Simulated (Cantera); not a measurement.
Feed: 1 mol Fe3O4, 0.34 mol Cl2, 0.017 mol O2, equilibrated at 1 atm.

Equilibrium computed with Cantera from the NASA thermochemical tables; the gas is ideal and each condensed phase is pure. Candidate condensed phases: Fe, FeCl2, FeCl3, FeO, Fe2O3, Fe3O4; 13 gas species. Mutual solubility and eutectic melting of coexisting phases are not modelled. Equilibrium is a limit: real reactors are often held back by kinetics, nucleation or transport.

Question: At 750 °C, list the 4 most abundant gas species with their mole fractions, and the condensed phases.

Answer: FeCl3 0.546, Fe2Cl6 0.410, FeCl2 0.0292, Cl2 0.00795. Condensed: FeCl2(l) + Fe2O3(s).
